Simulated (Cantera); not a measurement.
An adiabatic, constant-pressure homogeneous reactor starts with CH4 : O2 : N2 = 1 : 3.12 : 11.8 (molar parts), equivalence ratio 0.64, at 1750 K and 0.444 atm. Integrator tolerance rtol = 1e-08.

Cantera simulation using GRI-Mech 3.0 (53 species, 325 reactions); the numbers are that mechanism's predictions, not measurements.

### Question
What does this change do: initial temperature 1750 to 1150 K?

### Answer
| quantity | before | after |
|---|---|---|
| time of steepest temperature rise | 0.310 ms | 0.150 s |
| temperature at 2.00 s | 2625 K | 2330 K |
| equilibrium temperature | 2625 K | 2330 K |
| x(CH4) at 2.00 s | <1e-12 (gas-phase equilibrium <1e-12) | <1e-12 (gas-phase equilibrium <1e-12) |
| x(O2) at 2.00 s | 0.0646 (gas-phase equilibrium 0.0646) | 0.0656 (gas-phase equilibrium 0.0656) |
| x(CH3) at 2.00 s | <1e-12 (gas-phase equilibrium <1e-12) | <1e-12 (gas-phase equilibrium <1e-12) |
| x(CO2) at 2.00 s | 0.0435 (gas-phase equilibrium 0.0435) | 0.0577 (gas-phase equilibrium 0.0577) |
| x(H2O2) at 2.00 s | 1.61e-7 (gas-phase equilibrium 1.61e-7) | 9.72e-8 (gas-phase equilibrium 9.72e-8) |
| x(HCN) at 2.00 s | 7.03e-11 (gas-phase equilibrium 7.03e-11) | 2.29e-12 (gas-phase equilibrium 2.29e-12) |
| x(C2H2) at 2.00 s | <1e-12 (gas-phase equilibrium <1e-12) | <1e-12 (gas-phase equilibrium <1e-12) |

### Question
What does this change do: constant volume in place of constant pressure?

### Answer
```
quantity                                                              before                                      after
---------------------------------  -----------------------------------------  -----------------------------------------
time of steepest temperature rise                                   0.310 ms                                   0.298 ms
temperature at 2.00 s                                                 2625 K                                     2745 K
equilibrium temperature                                               2625 K                                     2745 K
x(CH4) at 2.00 s                       <1e-12 (gas-phase equilibrium <1e-12)      <1e-12 (gas-phase equilibrium <1e-12)
x(O2) at 2.00 s                        0.0646 (gas-phase equilibrium 0.0646)      0.0636 (gas-phase equilibrium 0.0636)
x(CH3) at 2.00 s                       <1e-12 (gas-phase equilibrium <1e-12)      <1e-12 (gas-phase equilibrium <1e-12)
x(CO2) at 2.00 s                       0.0435 (gas-phase equilibrium 0.0435)      0.0389 (gas-phase equilibrium 0.0389)
x(H2O2) at 2.00 s                    1.61e-7 (gas-phase equilibrium 1.61e-7)    2.42e-7 (gas-phase equilibrium 2.42e-7)
x(HCN) at 2.00 s                   7.03e-11 (gas-phase equilibrium 7.03e-11)  2.04e-10 (gas-phase equilibrium 2.04e-10)
x(C2H2) at 2.00 s                      <1e-12 (gas-phase equilibrium <1e-12)      <1e-12 (gas-phase equilibrium <1e-12)
```
